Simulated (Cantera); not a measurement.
Equilibrium for carbothermic reduction: Cu2O + CH4 + H2

Input: 1 mol Cu2O, 4 mol CH4, 1.3 mol H2, equilibrated at 1798.15 K.

Cantera equilibrium calculation (NASA polynomials, part measured and part estimated; ideal gas, pure solids and liquids). Candidate condensed phases: C, C6H6, C7H8, C8H18, Cu, CuO, Cu(OH)2, Cu2O, H2O; 113 gas species. The numbers say what is thermodynamically allowed, not how fast it happens.

```json
[
 {"P (Pa)": "10", "log p H2": "-4.14", "log p Cu": "-4.80", "log p CO": "-5.10", "log p H": "-5.52", "log p CH4": "-11.39", "log p H2O": "-12.77", "n C(graphite)": "3.00", "n Cu(l)": "0"},
 {"P (Pa)": "36", "log p H2": "-3.57", "log p Cu": "-4.24", "log p CO": "-4.54", "log p H": "-5.24", "log p CH4": "-10.26", "log p H2O": "-11.65", "n C(graphite)": "3.00", "n Cu(l)": "0"},
 {"P (Pa)": "130", "log p H2": "-3.01", "log p Cu": "-3.68", "log p CO": "-3.98", "log p H": "-4.96", "log p CH4": "-9.13", "log p H2O": "-10.53", "n C(graphite)": "3.00", "n Cu(l)": "0"},
 {"P (Pa)": "460", "log p H2": "-2.44", "log p Cu": "-3.28", "log p CO": "-3.40", "log p H": "-4.67", "log p CH4": "-7.99", "log p H2O": "-9.38", "n C(graphite)": "3.00", "n Cu(l)": "0.650"},
 {"P (Pa)": "1700", "log p H2": "-1.83", "log p Cu": "-3.28", "log p CO": "-2.80", "log p H": "-4.37", "log p CH4": "-6.77", "log p H2O": "-8.17", "n C(graphite)": "3.00", "n Cu(l)": "1.67"},
 {"P (Pa)": "6000", "log p H2": "-1.27", "log p Cu": "-3.28", "log p CO": "-2.24", "log p H": "-4.09", "log p CH4": "-5.65", "log p H2O": "-7.05", "n C(graphite)": "3.00", "n Cu(l)": "1.91"},
 {"P (Pa)": "22000", "log p H2": "-0.70", "log p Cu": "-3.28", "log p CO": "-1.67", "log p H": "-3.80", "log p CH4": "-4.52", "log p H2O": "-5.92", "n C(graphite)": "3.00", "n Cu(l)": "1.98"},
 {"P (Pa)": "77000", "log p H2": "-0.16", "log p Cu": "-3.28", "log p CO": "-1.13", "log p H": "-3.53", "log p CH4": "-3.43", "log p H2O": "-4.83", "n C(graphite)": "2.99", "n Cu(l)": "1.99"},
 {"P (Pa)": "280000", "log p H2": "0.40", "log p Cu": "-3.28", "log p CO": "-0.57", "log p H": "-3.25", "log p CH4": "-2.31", "log p H2O": "-3.70", "n C(graphite)": "2.98", "n Cu(l)": "2.00"},
 {"P (Pa)": "1000000", "log p H2": "0.95", "log p Cu": "-3.28", "log p CO": "-0.01", "log p H": "-2.98", "log p CH4": "-1.21", "log p H2O": "-2.60", "n C(graphite)": "2.94", "n Cu(l)": "2.00"}
]
```
log p: log10 of the partial pressure in bar; n: condensed amount in mol.

From 0.0750 Torr to 0.975 Torr the condensed part is C(graphite). From 3.45 Torr to 7500 Torr the condensed part is C(graphite) + Cu(l). The main Cu-bearing gas is Cu throughout.
